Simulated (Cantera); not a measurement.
An adiabatic, constant-pressure homogeneous reactor starts with CH4 : C2H6 : C3H8 : O2 : N2 = 1 : 0.074 : 0.087 : 4.81 : 18.1 (molar parts), equivalence ratio 0.56, at 1475 K and 345 Torr. Integrator tolerance rtol = 1e-08.

Computed with Cantera and GRI-Mech 3.0 (53 species, 325 reactions).

```
quantity                                                              before                                    after
---------------------------------  -----------------------------------------  ---------------------------------------
time of steepest temperature rise                                   0.312 ms                                 0.285 ms
temperature at 2.00 s                                                 2443 K                                   2599 K
equilibrium temperature                                               2443 K                                   2599 K
x(CH4) at 2.00 s                       <1e-12 (gas-phase equilibrium <1e-12)    <1e-12 (gas-phase equilibrium <1e-12)
x(C2H6) at 2.00 s                      <1e-12 (gas-phase equilibrium <1e-12)    <1e-12 (gas-phase equilibrium <1e-12)
x(C3H8) at 2.00 s                      <1e-12 (gas-phase equilibrium <1e-12)    <1e-12 (gas-phase equilibrium <1e-12)
x(HCO) at 2.00 s                   7.02e-10 (gas-phase equilibrium 7.02e-10)  2.81e-9 (gas-phase equilibrium 2.81e-9)
x(C2H4) at 2.00 s                      <1e-12 (gas-phase equilibrium <1e-12)    <1e-12 (gas-phase equilibrium <1e-12)
```

**Question.** Which change was made?
A) constant volume in place of constant pressure
B) pressure from 345 Torr to 3750 Torr
C) initial temperature 1475 to 1375 K
D) O2 4.81 to 6.7 parts

**Answer.** A, constant volume in place of constant pressure
